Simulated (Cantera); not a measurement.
**Diamond growth**

A diamond (100) surface in a fixed gas of H2 with x(CH4) = 0.0044, x(CH3) = 1.5e-05, at 1400 K, 0.0118 atm; coverages are run to steady state.

Cantera simulation using the Harris–Goodwin 1993 mechanism for the reconstructed diamond (100) surface; the numbers are that mechanism's predictions, not measurements.

| x(H) | growth (µm/h) | θ c6HH | θ c6H* | θ c6*H | θ c6** |
|---|---|---|---|---|---|
| 0.0001 | 3.98e-5 | 0.704 | 0.0288 | 0.264 | 0.00329 |
| 0.00026 | 0.000332 | 0.554 | 0.0428 | 0.392 | 0.0108 |
| 0.00066 | 0.00183 | 0.441 | 0.0526 | 0.481 | 0.0251 |
| 0.0017 | 0.00690 | 0.376 | 0.0573 | 0.524 | 0.0424 |
| 0.0044 | 0.0174 | 0.345 | 0.0591 | 0.540 | 0.0557 |
| 0.011 | 0.0305 | 0.332 | 0.0596 | 0.546 | 0.0628 |
| 0.029 | 0.0436 | 0.326 | 0.0599 | 0.548 | 0.0662 |
| 0.075 | 0.0571 | 0.324 | 0.0601 | 0.548 | 0.0676 |
| 0.19 | 0.0779 | 0.323 | 0.0604 | 0.548 | 0.0683 |
θ: site fractions in the mechanism's names (c6HH fully hydrogenated, c6H* and c6*H radical sites, c6** diradical, c6HM methylated).
